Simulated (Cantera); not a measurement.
**Thermodynamics of silicon carbide growth, feed SiH2Cl2 + C2H2 + H2**

Feed: 1 mol SiH2Cl2, a varied amount of C2H2, 58 mol H2, equilibrated at 2448 K and 1.00 bar.

These are equilibrium values from Cantera (NASA tables, ideal gas, pure condensed phases), not measurements of a reactor. Candidate condensed phases: C, C6H6, C7H8, C8H18, Si, SiC; 109 gas species. Mutual solubility and eutectic melting of coexisting phases are not modelled. The tables' values for SiCl are old estimates; treat these amounts as uncertain. Gases not in the tables: Si2H6 and higher silanes. The numbers say what is thermodynamically allowed, not how fast it happens.

```
n(C2H2) (mol)   x H2   x HCl     x H     x Si  x SiCl2     x SiH  n Si(l)  n SiC(s)
-------------  -----  ------  ------  -------  -------  --------  -------  --------
0.018          0.944  0.0292  0.0193  0.00319  0.00139  0.000888    0.546         0
0.024          0.944  0.0292  0.0193  0.00319  0.00139  0.000888    0.539         0
0.033          0.943  0.0292  0.0193  0.00319  0.00139  0.000888    0.530         0
0.045          0.943  0.0291  0.0193  0.00319  0.00138  0.000888    0.511    0.0147
0.061          0.943  0.0291  0.0193  0.00319  0.00138  0.000888    0.479    0.0467
0.083          0.943  0.0291  0.0193  0.00319  0.00138  0.000888    0.435    0.0906
0.11           0.943  0.0291  0.0193  0.00319  0.00138  0.000888    0.381     0.145
0.15           0.943  0.0291  0.0193  0.00319  0.00138  0.000888    0.301     0.225
0.21           0.943  0.0291  0.0193  0.00319  0.00138  0.000888    0.181     0.344
```
x: gas mole fraction; n: condensed amount in mol.

From 0.018 mol C2H2 to 0.033 mol C2H2 the condensed part is Si(l). From 0.045 mol C2H2 to 0.21 mol C2H2 the condensed part is Si(l) + SiC(s). The main Si-bearing gas is Si throughout. The share of Si in condensed phases is highest at 0.018 mol C2H2 (54.6 %) and lowest at 0.21 mol C2H2 (52.5 %).
